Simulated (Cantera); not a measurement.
An isothermal plug-flow reactor at 1000 K and 4580 Torr (inlet), inlet velocity 1.8 m/s, active area per volume 4200 1/m; feed H2 : O2 : N2 : H2O = 0.014 : 0.11 : 0.79 : 0.036 (molar parts), equivalence ratio 0.064.

Cantera simulation using Deutschmann's 1995 Pt surface mechanism with GRI-Mech 3.0 gas chemistry; the numbers are that mechanism's predictions, not measurements. Catalytic surfaces can have several steady states; this one follows from the mechanism file's or the stated starting coverage. Mass transfer to the wall is taken as infinitely fast.

x: gas mole fraction; θ: surface coverage.

```
z (m)          x H2   x O2   x H2O   θ free Pt   θ O*    θ OH*
-------  ----------  -----  ------  ----------  -----  -------
3.8e-05     0.00714  0.112  0.0457       0.174  0.816  0.00933
6.8e-05  (withheld)  0.111  0.0482  (withheld)  0.843  0.00884
0.00012     0.00247  0.110  0.0505       0.129  0.863  0.00844
0.00022    0.000830  0.110  0.0522       0.117  0.875  0.00816
0.00038    0.000161  0.109  0.0529       0.113  0.879  0.00805
0.00068     7.95e-6  0.109  0.0530       0.112  0.880  0.00803
0.0012   (withheld)  0.109  0.0530       0.112  0.880  0.00803
0.0022     1.08e-10  0.109  0.0530       0.112  0.880  0.00803
0.0038     1.06e-10  0.109  0.0530       0.112  0.880  0.00803
```

Task: What belongs in the gaps?

Result: 
- 6.8e-05, x H2: 0.00466
- 6.8e-05, θ free Pt: 0.148
- 0.0012, x H2: 4.38e-8
